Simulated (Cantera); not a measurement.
## Premixed flame

A freely propagating, adiabatic, planar premixed flame of 41.4 % H2, 12.2 % O2, 46.4 % N2, equivalence ratio 1.7, unburnt at 575 K and 3750 Torr; mixture-averaged transport, grid criteria slope 0.08 and curve 0.16, no radiation.

Detailed kinetics in Cantera: the H2/O2 subset of GRI-Mech 3.0, which has no nitrogen chemistry. The hydrogen kinetics of GRI-Mech 3.0 are dated; newer H2 mechanisms differ, most at raised pressure. Burning velocities carry a grid error of a few per cent, more on coarse grids.

| z (mm) | T (K) | u (m/s) | x H2 | x O2 | x H2O | x H2O2 | x H | x O |
|---|---|---|---|---|---|---|---|---|
| -0.165 | 575 | 8.63 | 0.414 | 0.122 | <1e-8 | <1e-8 | <1e-8 | <1e-8 |
| -0.110 | 575 | 8.63 | 0.414 | 0.122 | <1e-8 | <1e-8 | <1e-8 | <1e-8 |
| -0.0826 | 575 | 8.63 | 0.414 | 0.122 | 9.11e-8 | <1e-8 | <1e-8 | <1e-8 |
| -0.0550 | 575 | 8.63 | 0.414 | 0.122 | 2.31e-6 | 1.24e-8 | <1e-8 | 1.91e-8 |
| -0.0275 | 619 | 9.17 | 0.405 | 0.123 | 0.00162 | 1.33e-5 | 0.000116 | 1.22e-5 |
| -0.0138 | 910 | 13.0 | 0.365 | 0.115 | 0.0276 | 5.59e-5 | 0.00502 | 0.000339 |
| 0 | 1348 | 18.8 | 0.286 | 0.0816 | 0.102 | 1.64e-5 | 0.0266 | 0.00238 |
| 0.0138 | 1661 | 22.9 | 0.211 | 0.0361 | 0.189 | 3.46e-6 | 0.0501 | 0.00369 |
| 0.0275 | 1822 | 24.9 | 0.178 | 0.0126 | 0.234 | 1.91e-6 | 0.0580 | 0.00295 |
| 0.0550 | 1966 | 26.7 | 0.168 | 0.00237 | 0.255 | 9.88e-7 | 0.0526 | 0.00189 |
| 0.110 | 2091 | 28.2 | 0.173 | 0.000793 | 0.262 | 5.24e-7 | 0.0393 | 0.00114 |
| 0.220 | 2196 | 29.4 | 0.179 | 0.000390 | 0.267 | 2.88e-7 | 0.0268 | 0.000582 |
| 0.440 | 2276 | 30.2 | 0.184 | 0.000166 | 0.271 | 1.51e-7 | 0.0170 | 0.000248 |
x: mole fraction of selected species; z is measured from the peak of heat release.

```
Quantity                     Result
------------------------  ---------
laminar burning velocity   863 cm/s
thermal thickness         0.0550 mm
peak x(H2O2)                5.60e-5
peak x(H)                    0.0581
peak x(O)                   0.00371
grid points                     113
```
